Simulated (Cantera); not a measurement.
**Catalytic combustion on Pt**

An isothermal plug-flow reactor at 475 K and 2.96 atm (inlet), inlet velocity 4.6 m/s, active area per volume 770 1/m; feed 0.501 % H₂, 23.1 % O₂, 76.4 % N₂.

Computed with Cantera and Deutschmann's 1995 Pt surface mechanism with GRI-Mech 3.0 gas chemistry. Catalytic surfaces can have several steady states; this one follows from the mechanism file's or the stated starting coverage. Mass transfer to the wall is taken as infinitely fast.

```csv
z (m),x H₂,x O₂,x H₂O,θ free Pt,θ O*,θ OH*
5.3e-05,0.00498,0.231,3.56e-5,0.0305,0.947,0.0222
9.4e-05,0.00495,0.231,6.28e-5,0.0303,0.947,0.0222
0.00017,0.00490,0.231,0.000113,0.0300,0.948,0.0223
0.0003,0.00482,0.231,0.000195,0.0295,0.948,0.0225
0.00053,0.00468,0.231,0.000335,0.0287,0.949,0.0227
0.00094,0.00445,0.231,0.000565,0.0273,0.950,0.0230
0.0017,0.00408,0.231,0.000937,0.0250,0.952,0.0232
0.003,0.00357,0.231,0.00145,0.0219,0.955,0.0233
0.0053,0.00292,0.231,0.00210,0.0179,0.959,0.0227
```
x: gas mole fraction; θ: surface coverage.
